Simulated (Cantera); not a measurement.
Input: 1 mol SiH4, 0.11 mol NH3, 1.8 mol N2, equilibrated at 9.00 Torr.

Method: chemical equilibrium by Gibbs-energy minimisation in Cantera with the NASA 1993 tables (ideal gas, pure condensed phases). Candidate condensed phases: Si, Si3N4; 18 gas species. The tables' values for SiN are old estimates; treat these amounts as uncertain. Gases not in the tables: Si2H6 and higher silanes. Equilibrium is a limit: real reactors are often held back by kinetics, nucleation or transport. All values below are at 1900 K.

Base state: H2 0.534, N2 0.460, H 0.00529, Si 0.00105, SiH 7.30e-5, Si2N 3.78e-5, SiH2 3.11e-5, SiN 2.61e-5 (mole fractions); condensed: Si(l).

Problem. What changes in the equilibrium state with this change: pressure from 9.00 Torr to 0.195 Torr?

Solution. 
```
species      before     after
----------  -------  --------
H2            0.534     0.485
N2            0.460     0.431
Si          0.00105    0.0485
H           0.00529    0.0343
Si3         1.90e-6   8.79e-5
Si2         8.44e-6  0.000390
SiN         2.61e-5  0.000172
Si2N        3.78e-5  0.000249
SiH         7.30e-5  0.000473
Si(l), mol    0.995     0.782
```
